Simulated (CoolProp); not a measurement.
Computed with CoolProp (reference Helmholtz-energy equation of state, Akasaka 2024).

For R1132(E), give the phase and the cv (kJ/(kg K)), speed of sound (m/s) at 116.65 °C and 65 bar.


- 116.65 °C and 65 bar: supercritical; cv 1.09, speed of sound 184
